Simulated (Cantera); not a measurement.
What does this Cantera script print?

```python
import numpy as np
import cantera as ct

gas = ct.Solution("gri30.yaml")
gas.TPX = 1498, 2300, {'C2H6': 1, 'H2': 1.5}
inlet = ct.Reservoir(gas, clone=True)

reactor = ct.IdealGasConstPressureReactor(gas, energy="off", clone=False)
exhaust = ct.Reservoir(gas, clone=True)
tau = [0.36, 0.19, 0.099, 0.052, 0.027, 0.014, 0.0075, 0.004, 0.0021, 0.0011, 0.00057][0]
for a, b in ((inlet, reactor), (reactor, exhaust)):
    ct.MassFlowController(a, b, mdot=lambda t: reactor.mass / tau)
net = ct.ReactorNet([reactor])
show = ['C2H6', 'H2', 'C2H4', 'CH3', 'H']

rows = []
print(f"{'tau/s':>10s}{'T/K':>9s}" + "".join(f"{s:>11s}" for s in show))
for tau in [0.36, 0.19, 0.099, 0.052, 0.027, 0.014, 0.0075, 0.004, 0.0021, 0.0011, 0.00057]:
    net.initial_time = 0.0
    net.advance(30 * tau)
    before = gas.X
    net.advance(40 * tau)
    drift = np.max(np.abs(gas.X - before) / (gas.X + 1e-9))
    rows.append([gas.T, *gas[show].X, drift])
    print(f"{tau:10.3e}{gas.T:9.1f}" + "".join(f"{x:11.3e}" for x in gas[show].X))
```

Result:

```
     tau/s      T/K       C2H6         H2       C2H4        CH3          H
 3.600e-01   1498.0  1.231e-03  6.908e-01  1.006e-02  1.097e-03  3.200e-04
 1.900e-01   1498.0  2.133e-03  6.772e-01  1.554e-02  1.430e-03  3.540e-04
 9.900e-02   1498.0  3.743e-03  6.619e-01  2.404e-02  1.868e-03  3.915e-04
 5.200e-02   1498.0  6.536e-03  6.455e-01  3.616e-02  2.430e-03  4.311e-04
 2.700e-02   1498.0  1.155e-02  6.278e-01  5.267e-02  3.182e-03  4.730e-04
 1.400e-02   1498.0  2.042e-02  6.102e-01  7.243e-02  4.183e-03  5.144e-04
 7.500e-03   1498.0  3.490e-02  5.952e-01  9.138e-02  5.426e-03  5.491e-04
 4.000e-03   1498.0  5.906e-02  5.845e-01  1.061e-01  6.973e-03  5.733e-04
 2.100e-03   1498.0  9.824e-02  5.803e-01  1.109e-01  8.724e-03  5.795e-04
 1.100e-03   1498.0  1.548e-01  5.830e-01  1.013e-01  1.023e-02  5.611e-04
 5.700e-04   1498.0  2.253e-01  5.896e-01  7.757e-02  1.078e-02  5.146e-04
```

Cantera simulation using GRI-Mech 3.0 (53 species, 325 reactions); the numbers are that mechanism's predictions, not measurements. GRI-Mech 3.0 stops at C3 and has no aromatics, soot or wall deposition, so with more carbon than oxygen in the feed, carbon stays in small species such as C2H2 where larger ones or solid carbon would form. Radical loss at walls, strong at low pressure, is not modelled.
